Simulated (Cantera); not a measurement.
A closed system holds: 1 mol Fe₂O₃, 0.55 mol SO₃, 0.057 mol CO₂, equilibrated at 1125 K and 390000 Pa.

Method: chemical equilibrium by Gibbs-energy minimisation in Cantera with the NASA 1993 tables (ideal gas, pure condensed phases). Candidate condensed phases: C, Fe, Fe(CO)₅, FeO, FeS, FeSO₄, FeS₂, Fe₂O₃, Fe₂(SO₄)₃, Fe₃O₄, S; 25 gas species. The numbers say what is thermodynamically allowed, not how fast it happens.

What is the equilibrium state?


```json
{
  "x(SO₂)": "0.471",
  "x(O₂)": "0.235",
  "x(SO₃)": "0.222",
  "x(CO₂)": "0.0718",
  "n(Fe₂O₃(s))": "1.00 mol",
  "gas_amount": "0.7939 mol",
  "log10 activity of Fe(α) (absent)": "-12.29",
  "log10 activity of S(l) (absent)": "-13.33",
  "log10 activity of C(graphite) (absent)": "-18.90"
}
```
